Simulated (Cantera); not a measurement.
**Thermodynamics of tantalum, niobium, vanadium and zirconium in process gases, feed V + O2 + H2**

Charge: 1 mol V, 0.034 mol O2, 7.8 mol H2, at 1.10 Pa.

Cantera equilibrium calculation (NASA polynomials, part measured and part estimated; ideal gas, pure solids and liquids). Candidate condensed phases: H2O, V, VO, V2O3, V2O4, V2O5; 12 gas species. Mutual solubility and eutectic melting of coexisting phases are not modelled. VO: taken at fixed stoichiometry. Condensed phases not in the tables: N, O or C dissolved in the metal. Kinetics and transport are ignored.

From 1223 K to 1723 K the condensed part is V(s) + VO(s). From 1823 K to 1923 K the condensed part is V(s). From 2023 K to 2523 K nothing is condensed.

```csv
T (K),log p H2,log p H,log p V,log p VO,log p O,log p VO2,log p H2O,log p OH,n V(s),n VO(s)
1223,-4.96,-9.00,-14.08,-14.50,<-16,-16.58,-11.19,<-16,0.932,0.0680
1323,-4.96,-8.28,-12.43,-12.76,<-16,-14.64,-10.64,-15.80,0.932,0.0680
1423,-4.96,-7.66,-11.01,-11.28,<-16,-12.98,-10.17,-14.53,0.932,0.0679
1523,-4.96,-7.12,-9.78,-10.00,-15.65,-11.56,-9.77,-13.43,0.932,0.0678
1623,-4.97,-6.64,-8.71,-8.88,-14.24,-10.32,-9.42,-12.48,0.931,0.0667
1723,-4.98,-6.23,-7.76,-7.89,-12.99,-9.23,-9.13,-11.64,0.920,0.0573
1823,-5.02,-5.88,-6.92,-7.10,-11.95,-8.42,-8.98,-10.98,0.843,0
1923,-5.12,-5.58,-6.16,-7.12,-11.75,-9.15,-9.62,-11.15,0.335,0
2023,-5.26,-5.35,-6.03,-7.18,-11.06,-9.34,-9.76,-10.83,0,0
2123,-5.46,-5.18,-6.09,-7.24,-10.27,-9.35,-9.78,-10.40,0,0
2223,-5.76,-5.07,-6.14,-7.29,-9.55,-9.37,-9.92,-10.07,0,0
2323,-6.12,-5.02,-6.18,-7.34,-8.89,-9.38,-10.14,-9.82,0,0
2423,-6.50,-5.00,-6.19,-7.39,-8.32,-9.43,-10.42,-9.64,0,0
2523,-6.87,-4.99,-6.19,-7.50,-7.87,-9.62,-10.78,-9.57,0,0
```
log p: log10 of the partial pressure in bar; n: condensed amount in mol.
